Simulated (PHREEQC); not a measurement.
0.35 g of hydrous ferric oxide (600 m²/g; 0.2 weak and 0.005 strong sites per Fe, Dzombak-Morel constants, diffuse double layer) in 1 kg of water with 0.005 mol/kgw of an inert sodium salt and 3.8e-06 mol Na2HAsO4 and 0.00018 mol PbCl2, at 25 °C; the pH is set by adding NaOH or the inert anion's acid. Oxygen is held at 0.21 atm. No CO2 enters from the air. No solid was allowed to form.

Base run: PHREEQC, ion-association model, wateq4f.dat. Each further column changes one thing. The table gives Pb sorbed (%).

| pH | base | no electrostatic term (-no_edl) | background salt from 0.005 to 0.0005 mol/kgw | oxide from 0.35 to 1.8 g/kgw |
|---|---|---|---|---|
| 4 | 10.4 | 11.0 | 10.2 | 50.4 |
| 4.67 | 14.5 | 20.6 | 13.8 | 63.6 |
| 5.33 | 40.8 | 72.4 | 36.9 | 89.0 |
| 6 | 84.2 | 98.0 | 81.5 | 99.1 |
| 6.67 | 98.4 | 99.9 | 98.2 | 99.9 |
| 7.33 | 99.9 | 100.0 | 99.9 | 100.0 |
| 8 | 100.0 | 100.0 | 100.0 | 100.0 |
| 8.67 | 100.0 | 100.0 | 100.0 | 100.0 |
| 9.33 | 100.0 | 100.0 | 100.0 | 100.0 |
| 10 | 100.0 | 99.9 | 100.0 | 100.0 |
| 10.67 | 100.0 | 97.6 | 100.0 | 100.0 |
| 11.33 | 100.0 | 45.8 | 100.0 | 100.0 |
| 12 | 99.6 | 10.5 | 99.7 | 100.0 |

The database has no arsenate complexes of Pb.
